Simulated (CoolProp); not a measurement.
Computed with CoolProp (reference Helmholtz-energy equation of state, Thol 2015).

**Question.** For octamethylcyclotetrasiloxane (D4), give the phase and the Z, speed of sound (m/s) at 441.5 K and 0.103 MPa.

**Answer.** 
- 441.5 K and 0.103 MPa: liquid; Z 0.0107, speed of sound 482
